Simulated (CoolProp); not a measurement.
Vapour-liquid equilibrium of propane (1) + R236EA (2) at 1.32 MPa; x and y are mole fractions of (1).

Values from CoolProp's multi-fluid Helmholtz-energy mixture model, Lemmon 2009 and Rui 2013; pair parameters Bell 2016.

```
x     bubble temperature (°C)  y at the bubble point  dew temperature at overall composition x (°C)  liquid density (mol/L)
----  -----------------------  ---------------------  ---------------------------------------------  ----------------------
0.05                     82.8                  0.182                                           89.5                   7.955
0.2                      61.7                  0.535                                           81.8                   8.584
0.35                     50.9                  0.681                                           73.5                   8.958
0.5                      45.5                  0.751                                           64.1                   9.228
0.65                     42.2                  0.802                                           53.2                   9.521
0.8                      39.9                  0.861                                           42.4                   9.919
0.95                     38.4                  0.953                                           38.5                   10.46
```

No azeotrope shows between x = 0.05 and 0.95.

The pair parameters rest on a limited set of measurements; away from them the model extrapolates. With so large a gap from Raoult's law the liquid may split in two, which this calculation doesn't test in full.
